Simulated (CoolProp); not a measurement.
200 sccm (0 °C, 1 atm) of nitrogen bubbles through liquid toluene at 305.7 K and leaves saturated at a total pressure of 0.134 MPa (ideal gas phase). Each further row changes one setting.

Model: reference Helmholtz-energy equation of state, Lemmon 2006, in CoolProp. It is a short technical equation, of lower accuracy than the large ones.

```
case                      vapour pressure (kPa)  mole fraction of vapour  delivery (mg/min)  delivery (sccm)  change of delivery for a bath 1 K warmer (%)
------------------------  ---------------------  -----------------------  -----------------  ---------------  --------------------------------------------
as stated                                  5.55                   0.0414                [?]             8.64                                           5.2
bath temperature 310.7 K                   7.04                   0.0526               45.6             11.1                                           5.1
total pressure 0.268 MPa                   5.55                      [?]                [?]              [?]                                           5.1
```

Q: What belongs in the gaps?

A: 
- as stated, delivery (mg/min): 35.5
- total pressure 0.268 MPa, mole fraction of vapour: 0.0207
- total pressure 0.268 MPa, delivery (mg/min): 17.4
- total pressure 0.268 MPa, delivery (sccm): 4.23
